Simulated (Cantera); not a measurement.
A Cantera script and its output.

```python
import numpy as np
import cantera as ct

gas = ct.Solution("gri30.yaml")
gas.TPX = 1350, 100000, {'N2O': 1, 'O2': 0.068}
reactor = ct.IdealGasConstPressureReactor(gas, energy="off", clone=False)
net = ct.ReactorNet([reactor])
net.rtol, net.atol = 1e-08, 1e-18
show = ['N2O', 'O2', 'O', 'NO', 'NO2']
times = np.geomspace(2e-05, 1, 12)

steps = ct.SolutionArray(gas, extra=["t"])
rows = []
print(f"{'t/s':>10s}{'T/K':>9s}{'P/Pa':>11s}" + "".join(f"{s:>11s}" for s in show))
for t in times:
    while net.time < t:
        t_next = net.step()
        steps.append(gas.state, t=t_next)
    rows.append([np.interp(t, steps.t, y) for y in (steps.T, steps.P, *steps(*show).X.T)])
    print(f"{t:10.3e}{rows[-1][0]:9.1f}{rows[-1][1]:11.4g}" + "".join(f"{x:11.3e}" for x in rows[-1][2:]))
rate = np.gradient(steps.T, steps.t)
print("integrator steps:", len(steps.t))
if steps.T.max() > steps.T[0] + 200:
    print(f"time of steepest temperature rise: {steps.t[rate.argmax()]:.4e} s")
gas.TPX = 1350, 100000, {'N2O': 1, 'O2': 0.068}
gas.equilibrate("TP")
print(f"equilibrium (TP): T = {gas.T:.1f} K  " + "  ".join(f"{s} {gas[s].X[0]:.3e}" for s in show))
```

It prints:

```
       t/s      T/K       P/Pa        N2O         O2          O         NO        NO2
 2.000e-05   1350.0      1e+05  9.361e-01  6.371e-02  1.348e-05  1.883e-05  6.664e-10
 5.348e-05   1350.0      1e+05  9.358e-01  6.380e-02  1.357e-05  5.807e-05  6.305e-09
 1.430e-04   1350.0      1e+05  9.349e-01  6.403e-02  1.357e-05  1.630e-04  4.897e-08
 3.824e-04   1350.0      1e+05  9.325e-01  6.465e-02  1.356e-05  4.426e-04  3.478e-07
 1.023e-03   1350.0      1e+05  9.262e-01  6.630e-02  1.354e-05  1.184e-03  2.253e-06
 2.735e-03   1350.0      1e+05  9.096e-01  7.063e-02  1.349e-05  3.124e-03  1.238e-05
 7.313e-03   1350.0      1e+05  8.671e-01  8.167e-02  1.331e-05  8.038e-03  5.078e-05
 1.956e-02   1350.0      1e+05  7.668e-01  1.079e-01  1.283e-05  1.950e-02  1.498e-04
 5.230e-02   1350.0      1e+05  5.676e-01  1.602e-01  1.159e-05  4.143e-02  3.411e-04
 1.398e-01   1350.0      1e+05  2.906e-01  2.348e-01  8.717e-06  6.866e-02  5.828e-04
 3.740e-01   1350.0      1e+05  7.716e-02  2.956e-01  3.911e-06  8.287e-02  7.226e-04
 1.000e+00   1350.0      1e+05  5.788e-03  3.181e-01  5.900e-07  8.336e-02  8.151e-04
integrator steps: 817
equilibrium (TP): T = 1350.0 K  N2O 3.746e-08  O2 3.619e-01  O 2.555e-07  NO 6.428e-04  NO2 7.496e-06
```

Computed with Cantera and GRI-Mech 3.0 (53 species, 325 reactions). GRI-Mech 3.0 was tuned for natural gas; its chemistry of N2O as a main component is partial and can be far from experiment. The mechanism lacks the step 2 NO + O2 → 2 NO2, which can matter for NO2 below about 1400 K. The temperature is held fixed by assumption; the heat of reaction is taken as removed at once.
